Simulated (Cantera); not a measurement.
Input: 1 mol ZrO₂, 770 mol H₂, held at 1552 °C and 5.40 mbar.

Equilibrium computed with Cantera from the NASA thermochemical tables; the gas is ideal and each condensed phase is pure. Candidate condensed phases: H₂O, Zr, ZrO₂; 12 gas species. Rates play no part.

Base state: H₂ 0.994, H 0.00598 (mole fractions); condensed: ZrO₂(tetragonal).

Q: What changes in the equilibrium state with this change: ZrO₂ replaced by Cr₂O₃?

A: 
| species | before | after |
|---|---|---|
| H₂ | 0.994 | 0.988 |
| H | 0.00598 | 0.00596 |
| H₂O | 2.46e-7 | 0.00387 |
| Cr | 0 | 0.00258 |
| ZrO₂(tetragonal), mol | 1.000 | 0 |
Further candidate phases: Cr, Cr₂O₃.
